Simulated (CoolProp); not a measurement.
A single-stage vapour-compression cycle with R143a: evaporating at 229.15 K (dew point), condensing at 294.15 K (bubble point), superheat 5 K, subcooling 8 K, compressor efficiency 0.6, no pressure losses. Each further row changes one setting.

Model: reference Helmholtz-energy equation of state, Lemmon and Jacobsen 2000, in CoolProp.

```
case                              cooling COP  pressure ratio  discharge temperature (K)  refrigerating effect (kJ/kg)  volumetric capacity (kJ/m³)
--------------------------------  -----------  --------------  -------------------------  ----------------------------  ---------------------------
as stated                                1.61            9.63                      345.4                           147                          786
evaporating temperature 234.15 K         1.83            7.70                      340.2                           150                          992
condensing temperature 289.15 K          1.81            8.41                      338.5                           155                          827
subcooling 13 K                          1.69            9.63                      345.4                           155                          827
superheat 15 K                           1.62            9.63                      357.2                           155                          792
compressor efficiency 0.5                1.34            9.63                      361.3                           147                          786
```
